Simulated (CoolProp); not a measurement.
Vapour-liquid equilibrium of CHF3 (R23) (1) + C2F6 (R116) (2) at -92.85 °C; x and y are mole fractions of (1).

Computed with CoolProp (multi-fluid Helmholtz-energy mixture model, Penoncello 2003 and Lemmon 2006; pair parameters Bell 2016).

| x | bubble pressure, mixture model (bar) | bubble pressure, Raoult's law (bar) | y, mixture model | y, Raoult's law |
|---|---|---|---|---|
| 0.05 | 0.5318 | 0.4295 | 0.233 | 0.060 |
| 0.15 | 0.6555 | 0.4388 | 0.420 | 0.177 |
| 0.25 | 0.7109 | 0.4482 | 0.494 | 0.289 |
| 0.35 | 0.7336 | 0.4576 | 0.529 | 0.397 |
| 0.45 | 0.7418 | 0.4669 | 0.548 | 0.500 |
| 0.55 | 0.7441 | 0.4763 | 0.561 | 0.599 |
| 0.65 | 0.7424 | 0.4857 | 0.577 | 0.694 |
| 0.75 | 0.7324 | 0.4950 | 0.604 | 0.785 |
| 0.85 | 0.6993 | 0.5044 | 0.664 | 0.874 |
| 0.95 | 0.6080 | 0.5138 | 0.818 | 0.959 |

The largest gap from Raoult's law is +60.3 % in bubble pressure, at x = 0.35. y crosses x between x = 0.55 and 0.65: the model has an azeotrope there.

The pair parameters rest on a limited set of measurements; away from them the model extrapolates. With so large a gap from Raoult's law the liquid may split in two, which this calculation doesn't test in full.
